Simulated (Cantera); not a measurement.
**Thermodynamics of oxide etching and cleaning by halides, feed CaO + F2**

Feed: 1 mol CaO, 6.7 mol F2, equilibrated at 1848 K.

These are equilibrium values from Cantera (NASA tables, ideal gas, pure condensed phases), not measurements of a reactor. Candidate condensed phases: Ca, CaF2, CaO; 13 gas species. Kinetics and transport are ignored.

From 1.00e-5 bar to 0.00320 bar nothing is condensed. From 0.0220 bar to 1.00 bar the condensed part is CaF2(l). The main Ca-bearing gas is CaF2 throughout.

```tsv
P (Pa)	log p F	log p CaF2	log p O2	log p O	log p F2	log p FO	log p FO2	log p F2O	n CaF2(l)
1	-5.06	-6.11	-6.48	-6.96	-12.08	-11.66	-15.30	<-17	0
6.80	-4.22	-5.28	-5.61	-6.53	-10.41	-10.39	-13.59	<-16	0
46	-3.39	-4.45	-4.76	-6.10	-8.75	-9.13	-11.91	-14.83	0
320	-2.55	-3.61	-3.91	-5.68	-7.07	-7.87	-10.22	-12.72	0
2200	-1.69	-3.20	-3.05	-5.25	-5.35	-6.57	-8.50	-10.57	0.645
15000	-0.85	-3.20	-2.20	-4.82	-3.66	-5.31	-6.81	-8.46	0.949
100000	-0.02	-3.20	-1.37	-4.41	-2.02	-4.07	-5.16	-6.40	0.992
```
log p: log10 of the partial pressure in bar; n: condensed amount in mol.
